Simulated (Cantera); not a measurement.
Cantera with NASA thermochemical tables; ideal gases at 1 bar, condensed phases pure. Values are per mole of reaction as written; species without (g) are pure solids or liquids, kept so even where they would boil at 1 bar. VN: taken at fixed stoichiometry.

2 VN + 8 O(g) = V2O4 + 2 NO2(g)

| T (K) | ΔH° (kJ) | ΔS° (J/K) | ΔG° (kJ) | log10 K |
|---|---|---|---|---|
| 873 | -2925.2 | -787.7 | -2237.5 | 133.88 |
| 973 | (withheld) | (withheld) | (withheld) | (withheld) |
| 1073 | -2927.0 | -789.6 | -2079.8 | 101.24 |
| 1173 | -2927.6 | -790.1 | -2000.8 | 89.10 |
| 1273 | -2928.0 | -790.5 | -1921.8 | 78.85 |
| 1373 | -2928.3 | -790.7 | -1842.7 | 70.10 |
| 1473 | (withheld) | (withheld) | (withheld) | (withheld) |
| 1573 | (withheld) | (withheld) | (withheld) | (withheld) |
| 1673 | -2928.6 | -790.9 | -1605.5 | 50.12 |
| 1773 | -2928.5 | -790.8 | -1526.4 | 44.97 |

Task: Some entries are withheld; supply them.

Result: 
- 973, ΔH° (kJ): -2926.2
- 973, ΔS° (J/K): -788.8
- 973, ΔG° (kJ): -2158.7
- 973, log10 K: 115.89
- 1473, ΔH° (kJ): -2928.5
- 1473, ΔS° (J/K): -790.8
- 1473, ΔG° (kJ): -1763.6
- 1473, log10 K: 62.54
- 1573, ΔH° (kJ): -2928.6
- 1573, ΔS° (J/K): -790.9
- 1573, ΔG° (kJ): -1684.5
- 1573, log10 K: 55.94
